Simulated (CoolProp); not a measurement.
Vapour-liquid equilibrium of n-octane (1) + o-xylene (2) at 15 kPa; x and y are mole fractions of (1).

Values from CoolProp's multi-fluid Helmholtz-energy mixture model, Beckmüller 2019 and Zhou 2012; pair parameters Bell 2016.

### Question
Give the bubble temperature and the first vapour's composition at x = 0.35, 0.65, 0.95. Is there an azeotrope?

### Answer
x = 0.35: 350.1 K, y = 0.505; x = 0.65: 345.7 K, y = 0.769; x = 0.95: 342.3 K, y = 0.970. No azeotrope shows between x = 0.05 and 0.95.

The pair parameters rest on a limited set of measurements; away from them the model extrapolates.
